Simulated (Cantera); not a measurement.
A Cantera script and what it prints.

```python
import numpy as np
import cantera as ct

gas_names = [...]  # 123 gases of nasa_gas.yaml made of C, H, O, Si
cond_names = """
    C(gr) C6H6(L) C7H8(L) C8H18(L),n-octa H2O(s) H2O(L) Si(cr) Si(L) SiC(b) SiO2(Lqz) SiO2(hqz) SiO2(L)
""".split()


# ... load() reads the species with a 1 bar reference pressure and builds the phases ...
atoms = {
    'HMDSO': {'Si': 2, 'C': 6, 'H': 18, 'O': 1},
    'O3': {'O': 3},
    'H2': {'H': 2},
}
top_T = {'C(gr)': 4500, 'SiC(b)': 3050}  # K; cautious upper limits of use, not melting points


# ... equilibrate(T, P, feed) seeds the gas with the atoms and calls Mixture.equilibrate('TP', solver="vcs", rtol=1e-11, max_steps=5000) ...
results = []
feed = {'HMDSO': 1, 'O3': 2, 'H2': 10}  # mol
P = 39000  # Pa
for T in [800, 900, 1000, 1100, 1200, 1300, 1400, 1500, 1600, 1700, 1800]:
    mix = equilibrate(T, P, feed)
    results.append((T, P, feed, dict(zip(mix.species_names, mix.species_moles))))

top = {s: max(r[3][s] / sum(r[3][g] for g in gas_names) for r in results) for s in gas_names}
cols = sorted((s for s in top if top[s] > 0.0001), key=lambda s: -top[s])[:5]
seen = [c for c in cond_names if any(r[3].get(c, 0) > 1e-12 for r in results)]
print("log10 of partial pressures in bar; condensed amounts in mol")
print(f"{'T/K':>10s}" + "".join(f"{s[:9]:>10s}" for s in cols + seen))
for T, P, feed, n in results:
    ng = sum(n[g] for g in gas_names)
    print(f"{T:10.4g}" + "".join(f"{np.log10(max(n[s] / ng * P / 1e5, 1e-99)):10.3f}" for s in cols)
          + "".join(f"{n.get(c, 0):10.4g}" for c in seen))
```

It prints:

```
log10 of partial pressures in bar; condensed amounts in mol
       T/K        H2        CO       CH4       H2O       SiO     C(gr)    SiC(b) SiO2(Lqz) SiO2(hqz)   SiO2(L)
       800    -0.611    -2.069    -1.094    -1.311   -24.839     1.978         0         2         0         0
       900    -0.516    -1.532    -1.537    -1.663   -20.359     2.878         0         0         2         0
      1000    -0.487    -1.328    -1.995    -2.218   -16.564     2.848         0         0         2         0
      1100    -0.478    -1.284    -2.402    -2.811   -13.346     2.879         0         0         2         0
      1200    -0.475    -1.276    -2.752    -3.337   -10.645     2.929         0         0         2         0
      1300    -0.474    -1.275    -3.052    -3.789    -8.362      2.96         0         0         2         0
      1400    -0.473    -1.274    -3.311    -4.177    -6.411     2.976         0         0         2         0
      1500    -0.473    -1.274    -3.536    -4.512    -4.727     2.984         0         0     1.999         0
      1600    -0.511    -1.090    -3.871    -4.598    -3.504         0    0.9911         0    0.9896         0
      1700    -0.514    -1.090    -4.431    -4.479    -2.594         0    0.9472         0         0    0.8948
      1800    -0.535    -1.086    -4.955    -4.395    -1.799         0     0.656         0         0    0.3102
```

Cantera equilibrium calculation (NASA polynomials, part measured and part estimated; ideal gas, pure solids and liquids). The feed counts by its element totals alone. Mutual solubility and eutectic melting of coexisting phases are not modelled. The tables hold silica as quartz up to 1696 K and as liquid above; real silica turns to tridymite and cristobalite and melts near 1996 K.
